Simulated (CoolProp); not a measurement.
n-perfluorohexane along the isobar 1.01 bar: Z from the reference equation and from simpler models built on Tc = 174.9 °C, pc = 17.42 bar, ω = 0.497; each cubic takes its own stable root.

Values from CoolProp's reference Helmholtz-energy equation of state, Gao 2022.

```
T (°C)   phase  reference  van der Waals  Soave-Redlich-Kwong
------  ------  ---------  -------------  -------------------
-43.45  liquid   0.009572        0.01737              0.01117
-18.95  liquid   0.008974         0.9324              0.01039
5.55    liquid          …              …                    …
29.95   liquid   0.008153         0.9554             0.009395
54.45   liquid   0.007898              …             0.009150
78.95      gas     0.9508         0.9687               0.9525
103.45     gas     0.9615         0.9734               0.9623
127.85     gas     0.9693         0.9771                    …
152.35     gas     0.9752         0.9802               0.9757
176.85     gas     0.9797         0.9827               0.9803
```

Question: What belongs in the gaps?

Answer: 
- 5.55, reference: 0.008508
- 5.55, van der Waals: 0.9456
- 5.55, Soave-Redlich-Kwong: 0.009805
- 54.45, van der Waals: 0.9629
- 127.85, Soave-Redlich-Kwong: 0.9698

At some of these states van der Waals gives the other phase, because its saturation line lies elsewhere.
